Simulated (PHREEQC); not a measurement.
A made-up water analysis in mg/L, 25 °C, pH 6.32, pe 11.3:

| constituent | mg/L |
|---|---|
| Na | 0.219 |
| K | 1.79e-05 |
| Ca | 0.0608 |
| Mg | 0.00419 |
| Cl | 0.209 |
| S(6) as SO4 | 0.0307 |
| Alkalinity as HCO3 | 0.364 |
| Cu(2) | 0.00154 |
| Sr | 0.00727 |
| B | 0.000104 |
| Cd | 0.00306 |
| F | 0.00465 |
| Ni | 0.0191 |

Na is adjusted to close the charge balance.
Valence states are taken as typed.

All values are PHREEQC results (ion-association model, wateq4f.dat), not measurements.

Each row changes one thing in this solution. Precipitation was switched off in this run.

| case | CO2 (mol/kgw) | HCO3- (mol/kgw) | Cu+2 (mol/kgw) | Cu(OH)2 (mol/kgw) | NiCO3 (mol/kgw) | CO3-2 (mol/kgw) | SI of Tenorite (CuO) | SI of Cu(OH)2 (Cu(OH)2) |
|---|---|---|---|---|---|---|---|---|
| as made | 6.87e-6 | 6.42e-6 | 2.17e-8 | 1.94e-9 | 1.47e-9 | 6.37e-10 | -2.65 | -3.67 |
| temperature from 25 to 80 °C at the same typed pH | 6.21e-6 | 5.93e-6 | 2.17e-8 | [?] | 2.15e-9 | 9.42e-10 | -0.92 | -1.94 |
| all concentrations times 3 at the same typed pH | [?] | 1.83e-5 | 6.45e-8 | 5.70e-9 | 1.23e-8 | 1.83e-9 | -2.18 | -3.20 |
| pH from 6.32 to 6.02 at the same alkalinity | 1.48e-5 | 6.91e-6 | 2.34e-8 | 5.25e-10 | 7.96e-10 | 3.44e-10 | -3.22 | -4.24 |
| pH from 6.32 to 7.32 at the same alkalinity | 6.13e-7 | 5.72e-6 | [?] | 2.13e-8 | [?] | 5.68e-9 | -1.61 | -2.63 |

Question: What belongs in the gaps?

Answer: 
- temperature from 25 to 80 °C at the same typed pH, Cu(OH)2 (mol/kgw): 1.90e-9
- all concentrations times 3 at the same typed pH, CO2 (mol/kgw): 1.95e-5
- pH from 6.32 to 7.32 at the same alkalinity, Cu+2 (mol/kgw): 2.38e-9
- pH from 6.32 to 7.32 at the same alkalinity, NiCO3 (mol/kgw): 1.27e-8

Constants without temperature data keep their 25 °C values here. Real BF4- forms and hydrolyses slowly; the run takes it at equilibrium. The database's constant for dissolved Cu(OH)2 is higher than later reviews accept.
